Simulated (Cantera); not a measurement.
Feed: 1 mol H2S, 0.54 mol O2, held at 99.0 bar.

Equilibrium computed with Cantera from the NASA thermochemical tables; the gas is ideal and each condensed phase is pure. Candidate condensed phases: H2O, H2SO4, S; 19 gas species. The ideal-gas law is rough above about 30 bar. Equilibrium is a limit: real reactors are often held back by kinetics, nucleation or transport. All values below are at 1698 K.

Base state: H2O 0.486, S2 0.181, H2S 0.171, SO2 0.118, H2 0.0260, S2O 0.0145, SH 0.00222, SO 0.00190 (mole fractions); condensed: gas only.

**Question.** What changes in the equilibrium state with this change: O2 from 0.54 to 0.084 mol?

**Answer.** 
| species | before | after |
|---|---|---|
| H2S | 0.171 | 0.613 |
| H2O | 0.486 | 0.145 |
| S2 | 0.181 | 0.126 |
| SO2 | 0.118 | 0.000475 |
| S2O | 0.0145 | 0.000700 |
| H2 | 0.0260 | 0.111 |
| SO | 0.00190 | 0.000110 |
| SH | 0.00222 | 0.00384 |
| S | 1.33e-5 | 1.11e-5 |
